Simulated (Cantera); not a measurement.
## Transport properties of process gases

Gas mixture: H₂O : NO = 0.73 : 0.7 (molar parts), at 0.0133 bar, frozen composition.

Cantera's kinetic-theory transport with the Lennard-Jones parameters of GRI-Mech 3.0, ideal gas; thermal conductivity in the multicomponent form. Polar gases are described roughly by these parameters.

```csv
T (K),ρ (kg/m³),cp (J/kg/K),μ (µPa s),λ (mW/m/K),Pr,D (cm²/s) H,D (cm²/s) OH,D (cm²/s) H₂O
400,0.00957,1346,18.6,36.7,0.681,163,43.5,29.7
500,0.00766,1378,22.5,46.2,0.672,245,64.4,45.2
600,0.00638,1416,26.3,55.8,0.668,338,88.5,63.1
700,0.00547,1458,30.0,65.6,0.666,444,115,83.4
800,0.00479,1500,33.5,75.4,0.666,559,145,106
900,0.00425,1540,36.9,85.3,0.666,685,177,130
1000,0.00383,1579,40.1,95.2,0.666,821,211,156
```
D: mixture-averaged diffusion coefficient of that species in the mixture.
